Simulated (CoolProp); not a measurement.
The numbers come from the reference Helmholtz-energy equation of state, Lemmon 2009 in CoolProp.

Q: For propane, give the phase and the cp (kJ/(kg K)), isothermal compressibility (1/MPa), conductivity (mW/(m K)), fugacity coefficient at -104.55 °C and 4.99 MPa.

A: 
- -104.55 °C and 4.99 MPa: liquid; cp 2.04, isothermal compressibility 0.000900, conductivity 170, fugacity coefficient 0.000495

Thermal conductivity comes from a separate model (Marsh 2002).
